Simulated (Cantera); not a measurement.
**H2S + SO2 + O2 (abatement and gas-phase synthesis)**

Charge: 1 mol H2S, 0.048 mol SO2, a varied amount of O2, held at 1700 °C and 1330 Pa.

Cantera equilibrium calculation (NASA polynomials, part measured and part estimated; ideal gas, pure solids and liquids). Candidate condensed phases: H2O, H2SO4, S; 19 gas species. Rates play no part.

From 0.27 mol O2 to 1.9 mol O2 nothing is condensed.

```tsv
n(O2) (mol)	log p SO2	log p H2O	log p H2	log p S2	log p O2	log p SO	log p SH	log p H2S	log p S
0.27	-3.11	-2.51	-2.32	-2.48	-7.64	-3.23	-3.57	-3.75	-3.81
0.32	-3.00	-2.48	-2.35	-2.50	-7.52	-3.18	-3.60	-3.79	-3.83
0.38	-2.89	-2.45	-2.38	-2.53	-7.39	-3.13	-3.63	-3.84	-3.84
0.46	-2.78	-2.42	-2.42	-2.58	-7.25	-3.09	-3.67	-3.91	-3.86
0.55	-2.67	-2.39	-2.46	-2.64	-7.12	-3.05	-3.72	-3.98	-3.89
0.65	-2.58	-2.37	-2.51	-2.71	-6.98	-3.02	-3.78	-4.06	-3.93
0.78	-2.48	-2.35	-2.57	-2.83	-6.83	-3.00	-3.87	-4.18	-3.99
0.93	-2.39	-2.34	-2.64	-2.99	-6.66	-3.00	-3.99	-4.33	-4.07
1.1	-2.31	-2.32	-2.73	-3.26	-6.44	-3.03	-4.17	-4.55	-4.21
1.3	-2.23	-2.28	-2.90	-3.93	-6.03	-3.15	-4.58	-5.05	-4.54
1.6	-2.19	-2.22	-4.25	-9.51	-3.20	-4.53	-8.05	-9.20	-7.33
1.9	-2.25	-2.27	-4.57	-10.68	-2.67	-4.85	-8.80	-10.11	-7.92
```
log p: log10 of the partial pressure in bar; nothing condenses.
